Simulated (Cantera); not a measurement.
Feed: 1 mol n-butane, 0.05 mol NH₃, held at 0.100 bar.

Cantera equilibrium calculation (NASA polynomials, part measured and part estimated; ideal gas, pure solids and liquids). Candidate condensed phases: C, C₆H₆, C₇H₈, C₈H₁₈; 92 gas species. Kinetics and transport are ignored.

log p: log10 of the partial pressure in bar; n: condensed amount in mol.

```csv
T (K),log p H₂,log p N₂,log p CH₄,log p H,log p HCN,log p C₂H₂ (acetylene),n C(graphite)
1198,-1.00,-3.31,-3.80,-7.22,-6.29,-8.01,3.99
1298,-1.00,-3.31,…,…,…,…,4.00
1398,-1.00,-3.31,…,…,…,…,4.00
1498,-1.00,-3.31,-4.59,-5.27,-5.14,-6.06,4.00
1598,-1.00,-3.32,-4.79,-4.78,-4.85,-5.57,4.00
1698,-1.00,-3.32,-4.96,-4.34,-4.60,-5.14,4.00
1798,-1.00,-3.33,-5.12,-3.95,-4.38,-4.77,4.00
```

Question: Some entries are withheld; supply them.

Answer: 
- 1398, log p CH₄: -4.36
- 1398, log p H: -5.83
- 1398, log p HCN: -5.47
- 1398, log p C₂H₂ (acetylene): -6.61
- 1298, log p CH₄: -4.10
- 1298, log p H: -6.47
- 1298, log p HCN: -5.85
- 1298, log p C₂H₂ (acetylene): -7.26
